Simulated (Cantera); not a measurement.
An isothermal, constant-pressure homogeneous reactor starts with 17.5 % C2H6, 82.5 % H2, at 1673 K and 2000 Pa.

Computed with Cantera and GRI-Mech 3.0 (53 species, 325 reactions). GRI-Mech 3.0 stops at C3 and has no aromatics, soot or wall deposition, so with more carbon than oxygen in the feed, carbon stays in small species such as C2H2 where larger ones or solid carbon would form. Radical loss at walls, strong at low pressure, is not modelled.

One state of this run: x C2H6 = 7.41e-7; x H2 = 0.860; x CH3 = 0.000228; x CH4 = 0.0141; x CH2 = 1.70e-7; x C2H = 4.88e-7. x: mole fraction; the columns are a selection and need not sum to one.

Q: Which value of t (s) does it belong to?
A) 5.00e-5
B) 0.0150
C) 2.00
D) 0.0767

A: C, 2.00
